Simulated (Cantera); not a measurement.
A Cantera script and its output.

```python
import numpy as np
import cantera as ct

gas = ct.Solution("h2o2.yaml")
gas.TPX = 625, 1000000, {'H2': 1, 'O2': 0.926, 'N2': 3.48, 'H2O': 0.075}
flame = ct.FreeFlame(gas, width=0.008)
flame.set_refine_criteria(ratio=3, slope=0.08, curve=0.16)
flame.transport_model = "mixture-averaged"
flame.solve(loglevel=0, auto=True)
z, T = flame.grid, flame.T
thick = (T[-1] - T[0]) / np.gradient(T, z).max()
show = ['H2', 'O2', 'H', 'H2O2', 'H2O', 'O']
print(f"laminar burning velocity  {flame.velocity[0] * 100:.3f} cm/s")
print(f"burnt temperature         {T[-1]:.1f} K")
print(f"thermal thickness         {thick * 1e3:.4f} mm")
print(f"grid points               {len(z)}")
z0 = z[flame.heat_release_rate.argmax()]
print(f"{'z/mm':>9s}{'T/K':>9s}{'u/(m/s)':>9s}" + "".join(f"{s:>11s}" for s in show))
rows = []
for k in (-3, -2, -1.5, -1, -0.5, -0.25, 0, 0.25, 0.5, 1, 2, 4, 8):
    zz = z0 + k * thick
    rows.append([k * thick, np.interp(zz, z, T), np.interp(zz, z, flame.velocity),
                 *(np.interp(zz, z, flame.X[gas.species_index(s)]) for s in show)])
    print(f"{rows[-1][0] * 1e3:9.3f}{rows[-1][1]:9.1f}{rows[-1][2]:9.3f}" + "".join(f"{x:11.3e}" for x in rows[-1][3:]))
```

It prints:

```
laminar burning velocity  100.814 cm/s
burnt temperature         1923.7 K
thermal thickness         0.0437 mm
grid points               111
     z/mm      T/K  u/(m/s)         H2         O2          H       H2O2        H2O          O
   -0.131    626.2    1.003  1.760e-01  1.702e-01  6.465e-15  3.054e-07  1.392e-02  1.185e-13
   -0.087    632.3    1.000  1.644e-01  1.724e-01  2.627e-13  3.057e-06  1.491e-02  1.913e-11
   -0.066    648.1    1.010  1.501e-01  1.745e-01  8.439e-12  1.363e-05  1.751e-02  5.744e-10
   -0.044    702.2    1.069  1.243e-01  1.762e-01  6.684e-10  6.147e-05  2.663e-02  2.233e-08
   -0.022    946.3    1.399  7.893e-02  1.658e-01  7.085e-06  2.919e-04  6.576e-02  8.063e-06
   -0.011   1229.9    1.803  5.054e-02  1.462e-01  2.143e-04  2.653e-04  1.081e-01  1.724e-04
    0.000   1531.6    2.241  2.512e-02  1.201e-01  9.244e-04  1.962e-05  1.545e-01  9.373e-04
    0.011   1722.2    2.521  1.041e-02  1.019e-01  1.081e-03  4.628e-06  1.834e-01  1.504e-03
    0.022   1817.3    2.660  4.508e-03  9.424e-02  6.880e-04  3.041e-06  1.959e-01  1.347e-03
    0.044   1886.3    2.759  1.293e-03  9.076e-02  1.876e-04  1.674e-06  2.036e-01  6.602e-04
    0.087   1914.4    2.798  2.828e-04  9.040e-02  2.493e-05  7.417e-07  2.066e-01  1.868e-04
    0.175   1922.1    2.808  6.626e-05  9.054e-02  3.848e-06  3.648e-07  2.074e-01  5.782e-05
    0.350   1923.5    2.810  3.762e-05  9.060e-02  1.957e-06  2.909e-07  2.076e-01  3.721e-05
```

Cantera simulation using the H2/O2 subset of GRI-Mech 3.0, which has no nitrogen chemistry; the numbers are that mechanism's predictions, not measurements. The hydrogen kinetics of GRI-Mech 3.0 are dated; newer H2 mechanisms differ, most at raised pressure. Burning velocities carry a grid error of a few per cent, more on coarse grids. Lean hydrogen flames are cellular in practice and burn faster than this planar one.
